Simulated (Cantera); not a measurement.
Input: 1 mol Cu, 0.023 mol O₂, 96 mol H₂, held at 1225 K and 0.100 bar.

Method: chemical equilibrium by Gibbs-energy minimisation in Cantera with the NASA 1993 tables (ideal gas, pure condensed phases). Candidate condensed phases: Cu, CuO, Cu(OH)₂, Cu₂O, H₂O; 12 gas species. Kinetics and transport are ignored.

Base state: H₂ 1.000, H₂O 0.000479 (mole fractions); condensed: Cu(s).

Task: What changes in the equilibrium state with this change: O₂ from 0.023 to 1 mol?

Result: 
```json
[
 {"species": "H₂", "before": "1.000", "after": "0.979"},
 {"species": "H₂O", "before": "0.000479", "after": "0.0208"},
 {"species": "Cu(s), mol", "before": "1.000", "after": "1.000"}
]
```
